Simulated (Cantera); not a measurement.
An isothermal, constant-pressure homogeneous reactor starts with 41.5 % H₂, 24.4 % O₂, 34.1 % N₂, equivalence ratio 0.85, at 898 K and 23000 Pa.

Model: the H2/O2 subset of GRI-Mech 3.0, which has no nitrogen chemistry, integrated in Cantera. Below about 950 K walls govern HO2 and H2O2 in real vessels. The temperature is held fixed by assumption; the heat of reaction is taken as removed at once.

x: mole fraction; the columns are a selection and need not sum to one.

| t (s) | x H₂ | x O₂ | x OH | x H | x HO₂ | x H₂O₂ | x H₂O |
|---|---|---|---|---|---|---|---|
| 0.000300 | 0.415 | 0.244 | 4.72e-11 | 1.95e-9 | 2.36e-9 | 3.22e-12 | 4.05e-9 |
| 0.00143 | 0.389 | 0.233 | (withheld) | (withheld) | (withheld) | (withheld) | (withheld) |
| 0.00682 | 0.135 | 0.111 | 7.92e-9 | 8.25e-8 | 3.81e-5 | 5.44e-5 | 0.352 |
| 0.0325 | 0.135 | 0.111 | 6.84e-9 | 7.92e-8 | 1.81e-5 | 7.61e-5 | 0.353 |
| 0.155 | 0.135 | 0.110 | 1.40e-8 | 1.50e-7 | 2.43e-5 | 0.000144 | 0.353 |
| 0.739 | 0.127 | 0.106 | 5.55e-8 | 4.78e-7 | 3.97e-5 | 0.000448 | 0.363 |
| 3.52 | 0.0801 | 0.0842 | 6.00e-8 | 3.72e-7 | 3.35e-5 | 0.000335 | 0.422 |
| 16.8 | (withheld) | 0.0489 | (withheld) | (withheld) | (withheld) | (withheld) | 0.516 |
| 80.0 | 4.70e-5 | 0.0462 | 9.06e-9 | 6.29e-11 | 3.71e-7 | 5.25e-8 | 0.523 |

Problem. Fill in the missing entries.

Solution. 
- 0.00143, x OH: 0.000327
- 0.00143, x H: 0.00752
- 0.00143, x HO₂: 6.31e-5
- 0.00143, x H₂O₂: 6.08e-7
- 0.00143, x H₂O: 0.0251
- 16.8, x H₂: 0.00583
- 16.8, x OH: 8.67e-8
- 16.8, x H: 6.18e-8
- 16.8, x HO₂: 1.22e-5
- 16.8, x H₂O₂: 4.88e-5
